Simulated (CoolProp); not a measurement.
CH2F2 (R32) along the isotherm 435 K: fugacity coefficient from the reference equation and from simpler models built on Tc = 351.3 K, pc = 5783 kPa, ω = 0.277; each cubic takes its own stable root.

The numbers come from the reference Helmholtz-energy equation of state, Tillner-Roth 1997 in CoolProp.

```csv
p (kPa),phase,reference
183,gas,0.9944
416,gas,0.9873
947,gas,0.9712
2160,gas,0.9353
4910,gas,0.8578
11200,supercritical,0.7021
25400,supercritical,0.4989
57800,supercritical,0.4084
```

**Question.** How far does each simpler model (van der Waals, Redlich-Kwong, Soave-Redlich-Kwong, Peng-Robinson) lie from the reference over these 8 states: mean and median of the absolute difference, and the worst?

**Answer.** 
- van der Waals: mean 4.4 %, median 0.2 %, worst +30.7 % at 435 K and 57800 kPa
- Redlich-Kwong: mean 2.4 %, median 0.2 %, worst +15.2 % at 435 K and 57800 kPa
- Soave-Redlich-Kwong: mean 7.9 %, median 1.5 %, worst +36.5 % at 435 K and 57800 kPa
- Peng-Robinson: mean 3.3 %, median 0.2 %, worst +17.5 % at 435 K and 57800 kPa
